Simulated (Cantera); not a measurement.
Input (Python, Cantera) and output of one run.

```python
import numpy as np
import cantera as ct

gas_names = """
    C CH CH2 CH3 CH2OH CH3O CH4 CH3OH CO CO2 COOH C2 C2H CHCO,ketyl C2H2,acetylene C2H2,vinylidene
    CH2CO,ketene C2H3,vinyl CH3CO,acetyl C2H4 C2H4O,ethylen CH3CHO,ethanal CH3COOH (HCOOH)2 C2H5 C2H6
    CH3OCH3 C2H5OH C2O C3 C3H3,propargyl C3H4,allene C3H4,propyne C3H4,cyclo- C3H5,allyl C3H6,propylene
    C3H6,cyclo- C3H6O C3H7,n-propyl C3H7,i-propyl C3H8 C3H8O,1propanol C3H8O,2propanol C3O2 C4 C4H2
    C4H4,1,3-cyclo- C4H6,butadiene C4H6,2-butyne C4H6,cyclo- C4H8,1-butene C4H8,cis2-buten
    C4H8,tr2-butene C4H8,isobutene C4H8,cyclo- (CH3COOH)2 C4H9,n-butyl C4H9,i-butyl C4H9,s-butyl
    C4H9,t-butyl C4H10,isobutane C4H10,n-butane C5 C5H6,1,3cyclo- C5H8,cyclo- C5H10,1-pentene
    C5H10,cyclo- C5H11,pentyl C5H11,t-pentyl C5H12,n-pentane C5H12,i-pentane CH3C(CH3)2CH3 C6H2
    C6H5,phenyl C6H5O,phenoxy C6H6 C6H5OH,phenol C6H10,cyclo- C6H12,1-hexene C6H12,cyclo- C6H13,n-hexyl
    C7H7,benzyl C7H8 C7H8O,cresol C7H14,1-heptene C7H15,n-heptyl C7H16,n-heptane C8H8,styrene
    C8H10,ethylbenz C8H16,1-octene C8H17,n-octyl C8H18,isooctane C8H18,n-octane C9H19,n-nonyl
    C10H8,naphthale C10H21,n-decyl C12H9,o-bipheny C12H10,bipheny Cu CuO Cu2 H HCO HO2 H2
    HCHO,formaldehy HCOOH H2O H2O2 O OH O2 O3
""".split()
cond_names = """
    C(gr) C6H6(L) C7H8(L) C8H18(L),n-octa Cu(cr) Cu(L) CuO(s) CuO2H2(s) Cu2O(s) Cu2O(L) H2O(s) H2O(L)
""".split()


def load(file, names, dense=False):
    # The tables refer to 1 bar. Condensed volumes are neglected.
    table = {s.name: s for s in ct.Species.list_from_file(file)}
    out = []
    for n in names:
        d = dict(table[n].input_data)
        d["thermo"] = dict(d["thermo"], **{"reference-pressure": 1e5})
        if dense:
            d["equation-of-state"] = {"model": "constant-volume", "density": "1e6 g/cm^3"}
        out.append(ct.Species.from_dict(d))
    return out


gas = ct.Solution(thermo="ideal-gas", species=load("nasa_gas.yaml", gas_names))
cond = {s.name: ct.Solution(thermo="fixed-stoichiometry", species=[s], name=s.name)
        for s in load("nasa_condensed.yaml", cond_names, dense=True)}
atoms = {
    'CuO': {'Cu': 1, 'O': 1},
    'C': {'C': 1},
    'H2': {'H': 2},
}
top_T = {'C(gr)': 4500, 'CuO(s)': 1390}  # K; cautious upper limits of use, not melting points


def equilibrate(T, P, feed):
    n = {}
    for name, mol in feed.items():
        for a, k in atoms[name].items():
            n[a] = n.get(a, 0.0) + k * mol
    gas.TPX = T, P, n
    mass = sum(n.values()) * gas.mean_molecular_weight
    gas.equilibrate("TP")
    valid = [c for c in cond.values() if c.min_temp <= T <= top_T.get(c.name, c.max_temp)]
    mix = ct.Mixture([(gas, mass / gas.mean_molecular_weight)] + [(c, 0.0) for c in valid])
    mix.T, mix.P = T, P
    mix.equilibrate("TP", solver="vcs", rtol=1e-11, max_steps=5000)
    return mix


results = []
feed = {'CuO': 1, 'C': 0.69, 'H2': 0.14}  # mol
T = 2623  # K
for P in [10, 42, 180, 750, 3200, 13000, 56000, 240000, 1000000]:
    mix = equilibrate(T, P, feed)
    results.append((T, P, feed, dict(zip(mix.species_names, mix.species_moles))))

top = {s: max(r[3][s] / sum(r[3][g] for g in gas_names) for r in results) for s in gas_names}
cols = sorted((s for s in top if top[s] > 0.001), key=lambda s: -top[s])[:9]
seen = [c for c in cond_names if any(r[3].get(c, 0) > 1e-12 for r in results)]
print("log10 of partial pressures in bar; condensed amounts in mol")
print(f"{'P/Pa':>10s}" + "".join(f"{s[:9]:>10s}" for s in cols + seen))
for T, P, feed, n in results:
    ng = sum(n[g] for g in gas_names)
    print(f"{P:10.4g}" + "".join(f"{np.log10(max(n[s] / ng * P / 1e5, 1e-99)):10.3f}" for s in cols)
          + "".join(f"{n.get(c, 0):10.4g}" for c in seen))
```

Output:

```
log10 of partial pressures in bar; condensed amounts in mol
      P/Pa        CO        Cu       CO2         O         H       H2O        H2        O2        OH     Cu(L)
        10    -4.519    -4.355    -6.659    -4.892    -4.919    -8.411    -7.086    -6.607    -6.869         0
        42    -3.897    -3.724    -5.477    -4.333    -4.320    -6.655    -5.889    -5.489    -5.711         0
       180    -3.268    -3.074    -4.382    -3.866    -3.774    -5.097    -4.798    -4.557    -4.699         0
       750    -2.658    -2.431    -3.440    -3.535    -3.346    -3.910    -3.942    -3.893    -3.939         0
      3200    -2.045    -1.780    -2.606    -3.313    -2.995    -2.986    -3.240    -3.449    -3.366         0
   1.3e+04    -1.452    -1.161    -1.895    -3.195    -2.683    -2.243    -2.616    -3.213    -2.936         0
   5.6e+04    -0.823    -0.530    -1.216    -3.145    -2.359    -1.545    -1.967    -3.114    -2.562         0
   2.4e+05     0.076    -0.467    -0.296    -3.124    -1.902    -0.610    -1.053    -3.072    -2.085    0.8555
     1e+06     0.749    -0.467     0.379    -3.121    -1.563     0.071    -0.374    -3.067    -1.742    0.9694
```

These are equilibrium values from Cantera (NASA tables, ideal gas, pure condensed phases), not measurements of a reactor.
